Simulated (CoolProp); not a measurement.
Carbon dioxide along the isotherm 4.85 °C: density (kg/m³) from the reference equation and from simpler models built on Tc = 31.0 °C, pc = 7.377 MPa, ω = 0.224; each cubic takes its own stable root.

The numbers come from the reference Helmholtz-energy equation of state, Span 1996 in CoolProp.

```tsv
p (MPa)	phase	reference	Redlich-Kwong	Soave-Redlich-Kwong	Peng-Robinson
0.035	gas	0.6679	0.6678	0.6678	0.6680
0.0528	gas	1.009	1.009	1.009	1.009
0.0796	gas	1.523	1.523	1.523	1.524
0.12	gas	2.302	2.301	2.302	2.304
0.181	gas	3.486	3.484	3.485	3.489
0.273	gas	5.289	5.285	5.288	5.296
0.412	gas	8.056	8.046	8.053	8.072
0.622	gas	12.34	12.31	12.33	12.37
0.939	gas	19.05	18.99	19.03	19.14
1.42	gas	29.90	29.73	29.84	30.10
2.14	gas	48.02	47.50	47.81	48.48
3.22	gas	81.83	79.78	80.91	82.80
4.86	liquid	907.0	746.6	783.9	886.2
7.34	liquid	929.6	789.0	818.0	922.5
11.1	liquid	956.1	833.7	856.5	963.9
```
